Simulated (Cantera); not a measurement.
Mixture: CH4 : O2 : N2 = 1 : 2.5 : 7.5 (molar parts), equivalence ratio 0.80, at 1.00 atm, adiabatic and at constant pressure. Ignition delay is the time to a rise of 400 K.

Computed with Cantera and GRI-Mech 3.0 (53 species, 325 reactions).

### Question
What does this change do: constant volume in place of constant pressure?

### Answer
```tsv
quantity	before	after
delay at 1175 K	47.5 ms	45.6 ms
delay at 1375 K	3.40 ms	3.23 ms
delay at 1575 K	0.458 ms	0.435 ms
delay at 1775 K	0.110 ms	0.104 ms
delay at 1975 K	37.4 µs	34.8 µs
apparent activation energy between 1775 and 1975 K	160 kJ/mol	160 kJ/mol
```

### Question
What does this change do: CH4 1 to 0.7 parts?

### Answer
```
quantity                                                before       after
--------------------------------------------------  ----------  ----------
delay at 1175 K                                        47.5 ms     39.4 ms
delay at 1375 K                                        3.40 ms     2.90 ms
delay at 1575 K                                       0.458 ms    0.425 ms
delay at 1775 K                                       0.110 ms    0.109 ms
delay at 1975 K                                        37.4 µs     38.6 µs
apparent activation energy between 1775 and 1975 K  160 kJ/mol  150 kJ/mol
```
